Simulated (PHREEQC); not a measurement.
Consider water at 51 °C with 0.24 mol/kgw CdSO4, 0.16 mol/kgw H3BO3 and 9e-05 mol/kgw FeSO4. Closed to the air; pH follows from the charge balance.

Computed with PHREEQC (ion-association model, phreeqc.dat).

Each row changes one thing in this solution. No solid was allowed to form.

```tsv
case	pH	ionic strength (mol/kgw)	Cd+2 (mol/kgw)	CdSO4 (mol/kgw)	SO4-2 (mol/kgw)	Cd(SO4)2-2 (mol/kgw)
as made	5.11	0.400	0.1000	0.0960	0.0560	0.0440
FeSO4 from 9e-05 to 0.00018 mol/kgw	5.11	0.400	0.1000	0.0960	0.0560	0.0440
temperature from 51 to 35 °C	?	0.402	0.101	0.0937	0.0548	0.0458
temperature from 51 to 20 °C	?	0.407	0.102	0.0907	0.0541	0.0477
diluted 2-fold with water	?	0.216	0.0539	0.0491	0.0370	0.0169
FeSO4 replaced by NaHSO4 at the same molality	?	0.400	0.1000	0.0960	0.0560	0.0440
temperature from 51 to 10 °C	?	0.411	0.103	0.0882	0.0537	0.0491
FeSO4 from 9e-05 to 0.00045 mol/kgw	5.11	0.401	0.0999	0.0960	0.0561	0.0441
temperature from 51 to 45 °C	5.12	0.401	0.100	0.0952	0.0555	0.0447
```

Question: Fill in the missing entries.

Answer: 
- temperature from 51 to 35 °C, pH: 5.13
- temperature from 51 to 20 °C, pH: 5.16
- diluted 2-fold with water, pH: 5.25
- FeSO4 replaced by NaHSO4 at the same molality, pH: 4.63
- temperature from 51 to 10 °C, pH: 5.18

At this temperature some constants are extrapolated from 25 °C, and those without enthalpy data are left unchanged.
